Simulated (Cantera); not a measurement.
An isothermal, constant-pressure homogeneous reactor starts with N2O : H2 : N2 : H2O = 1 : 0.023 : 0.58 : 0.015 (molar parts), at 1375 K and 263 Torr.

Detailed kinetics in Cantera: GRI-Mech 3.0 (53 species, 325 reactions). GRI-Mech 3.0 was tuned for natural gas; its chemistry of N2O as a main component is partial and can be far from experiment. The mechanism lacks the step 2 NO + O2 → 2 NO2, which can matter for NO2 below about 1400 K. The temperature is held fixed by assumption; the heat of reaction is taken as removed at once.

x: mole fraction; the columns are a selection and need not sum to one.

```tsv
t (s)	x N2O	x H2	x H2O2	x OH	x H	x HO2
0.000900	0.606	0.00480	1.14e-7	0.000131	9.36e-6	1.14e-5
0.00175	0.600	0.00165	8.82e-8	0.000103	2.63e-6	9.94e-6
0.00341	0.593	0.000336	5.27e-8	7.77e-5	4.62e-7	7.17e-6
0.00663	0.582	2.51e-5	3.34e-8	7.11e-5	8.67e-8	5.18e-6
0.0129	0.562	5.77e-7	2.37e-8	7.41e-5	5.96e-8	3.74e-6
0.0251	0.527	3.62e-7	___	7.79e-5	6.04e-8	___
0.0488	0.465	3.36e-7	1.43e-8	8.03e-5	6.30e-8	1.43e-6
0.0949	0.370	3.34e-7	1.25e-8	8.00e-5	6.73e-8	7.62e-7
0.185	0.244	3.47e-7	1.09e-8	7.66e-5	7.20e-8	3.75e-7
0.359	0.118	3.45e-7	8.85e-9	6.88e-5	6.85e-8	1.76e-7
0.698	___	___	___	___	___	___
1.36	0.00616	8.32e-8	1.93e-9	2.90e-5	7.37e-9	4.03e-8
2.64	0.000348	2.47e-8	5.43e-10	1.45e-5	1.10e-9	2.44e-8
5.14	2.66e-6	2.11e-8	4.51e-10	1.31e-5	8.48e-10	2.31e-8
10.0	1.08e-6	2.10e-8	4.51e-10	1.31e-5	8.47e-10	2.31e-8
```

Task: Complete the blanks.

Result: 
- 0.0251, x H2O2: 1.76e-8
- 0.0251, x HO2: 2.44e-6
- 0.698, x N2O: 0.0364
- 0.698, x H2: 2.46e-7
- 0.698, x H2O2: 5.59e-9
- 0.698, x OH: 5.28e-5
- 0.698, x H: 3.91e-8
- 0.698, x HO2: 8.33e-8
